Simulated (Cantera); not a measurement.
A closed system holds: 1 mol (CH₃)₂SiCl₂, 0.037 mol HCl, 130 mol H₂, held at 1.35 Torr.

These are equilibrium values from Cantera (NASA tables, ideal gas, pure condensed phases), not measurements of a reactor. Candidate condensed phases: C, C₆H₆, C₇H₈, C₈H₁₈, Si, SiC; 109 gas species. The feed counts by its element totals alone. The numbers say what is thermodynamically allowed, not how fast it happens.

**Question.** At 1575 K, list the 5 most abundant gas species with their mole fractions, and the condensed phases.

**Answer.** H₂ 0.984, HCl 0.0152, H 0.000972, C₂H₂ (acetylene) 2.08e-5, Cl 1.19e-5. Condensed: C(graphite) + SiC(s).
